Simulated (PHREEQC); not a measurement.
0.37 g of hydrous ferric oxide (600 m²/g; 0.2 weak and 0.005 strong sites per Fe, Dzombak-Morel constants, diffuse double layer) in 1 kg of water with 0.3 mol/kgw of an inert sodium salt and 2.2 mmol/kgw CaCl2, at 25 °C; the pH is set by adding NaOH or the inert anion's acid. O2 is buffered at 0.21 atm. The system is closed to CO2. No solid was allowed to form.

Base run: PHREEQC, ion-association model, wateq4f.dat. Each further column changes one thing. The table gives surface potential ψ (mV).

```json
[
 {"pH": "3", "base": "125", "background salt from 0.3 to 0.03 mol/kgw": "176", "oxide from 0.37 to 1.9 g/kgw": "125", "0.00021 mol/kgw SrCl2 added": "125"},
 {"pH": "4.33", "base": "120", "background salt from 0.3 to 0.03 mol/kgw": "158", "oxide from 0.37 to 1.9 g/kgw": "120", "0.00021 mol/kgw SrCl2 added": "120"},
 {"pH": "5.67", "base": "93", "background salt from 0.3 to 0.03 mol/kgw": "115", "oxide from 0.37 to 1.9 g/kgw": "93", "0.00021 mol/kgw SrCl2 added": "93"},
 {"pH": "7", "base": "48", "background salt from 0.3 to 0.03 mol/kgw": "59", "oxide from 0.37 to 1.9 g/kgw": "48", "0.00021 mol/kgw SrCl2 added": "48"},
 {"pH": "8.33", "base": "4", "background salt from 0.3 to 0.03 mol/kgw": "9", "oxide from 0.37 to 1.9 g/kgw": "2", "0.00021 mol/kgw SrCl2 added": "4"},
 {"pH": "9.67", "base": "-4", "background salt from 0.3 to 0.03 mol/kgw": "3", "oxide from 0.37 to 1.9 g/kgw": "-18", "0.00021 mol/kgw SrCl2 added": "-4"},
 {"pH": "11", "base": "-6", "background salt from 0.3 to 0.03 mol/kgw": "1", "oxide from 0.37 to 1.9 g/kgw": "-27", "0.00021 mol/kgw SrCl2 added": "-5"}
]
```

The oxide is taken as insoluble; below pH 4 it would dissolve.
